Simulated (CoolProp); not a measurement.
Dodecamethylpentasiloxane (MD3M) along the isobar 1320 kPa: Z from the reference equation and from simpler models built on Tc = 628.0 K, pc = 954.0 kPa, ω = 0.730; each cubic takes its own stable root.

Model: reference Helmholtz-energy equation of state, Thol 2019, in CoolProp.

```csv
T (K),phase,reference,van der Waals,Redlich-Kwong,Soave-Redlich-Kwong,Peng-Robinson
208.2,liquid,0.3060,0.5816,0.3923,0.3805,0.3407
224.4,liquid,0.2888,0.5451,0.3678,0.3554,0.3181
240.6,liquid,0.2739,0.5137,0.3469,0.3338,0.2986
256.8,liquid,0.2611,0.4865,0.3288,0.3151,0.2818
273,liquid,0.2499,0.4627,0.3132,0.2989,0.2671
289.2,liquid,0.2400,0.4418,0.2995,0.2847,0.2543
305.4,liquid,0.2314,0.4234,0.2876,0.2722,0.2430
321.6,liquid,0.2237,0.4070,0.2771,0.2611,0.2330
337.8,liquid,0.2169,0.3925,0.2679,0.2514,0.2242
354,liquid,0.2109,0.3796,0.2599,0.2428,0.2164
```
